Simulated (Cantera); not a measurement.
Mixture: 12.5 % CH4, 17.9 % O2, 69.6 % N2, at 1.00 bar, adiabatic and at constant volume. Ignition delay is the time to a rise of 400 K.

Cantera simulation using GRI-Mech 3.0 (53 species, 325 reactions); the numbers are that mechanism's predictions, not measurements.

**Question.** Predict: delay at 1275 K; delay at 1375 K; delay at 1475 K; delay at 1575 K; delay at 1675 K; apparent activation energy between 1575 and 1675 K.

**Answer.** 
```
Property                                                Result
--------------------------------------------------  ----------
delay at 1275 K                                        19.0 ms
delay at 1375 K                                        5.32 ms
delay at 1475 K                                        1.69 ms
delay at 1575 K                                       0.623 ms
delay at 1675 K                                       0.266 ms
apparent activation energy between 1575 and 1675 K  190 kJ/mol
```
